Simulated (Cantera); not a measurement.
# Gas-phase reforming

An isothermal, constant-pressure homogeneous reactor starts with CH4 : H2O : N2 = 1 : 0.81 : 0.17 (molar parts), at 2000 K and 4.93 atm.

Detailed kinetics in Cantera: GRI-Mech 3.0 (53 species, 325 reactions).

| t (s) | x CH4 | x H2O | x HCO | x HO2 | x H2 |
|---|---|---|---|---|---|
| 0.000800 | 0.0365 | 0.239 | 6.22e-8 | 8.10e-12 | 0.499 |
| 0.00195 | 0.0261 | 0.196 | 7.79e-8 | 5.17e-12 | 0.542 |
| 0.00477 | 0.0210 | 0.140 | 1.13e-7 | 2.37e-12 | 0.590 |
| 0.0116 | 0.0157 | 0.0826 | 1.58e-7 | <1e-12 | 0.639 |
| 0.0284 | 0.0111 | 0.0384 | 1.98e-7 | <1e-12 | 0.677 |
| 0.0693 | 0.00812 | 0.0121 | 2.24e-7 | <1e-12 | 0.700 |
| 0.169 | 0.00686 | 0.00161 | 2.35e-7 | <1e-12 | 0.709 |
| 0.413 | 0.00667 | 3.31e-5 | 2.36e-7 | <1e-12 | 0.710 |
| 1.01 | 0.00666 | 1.43e-5 | 2.36e-7 | <1e-12 | 0.710 |
| 2.46 | 0.00666 | 1.43e-5 | 2.36e-7 | <1e-12 | 0.710 |
| 6.00 | 0.00666 | 1.43e-5 | 2.36e-7 | <1e-12 | 0.710 |
x: mole fraction; the columns are a selection and need not sum to one.

Equilibrium at this temperature and pressure: CH4 0.00545, H2O 1.74e-5, HCO 2.36e-7, HO2 <1e-12, H2 0.711 (gas phase only).
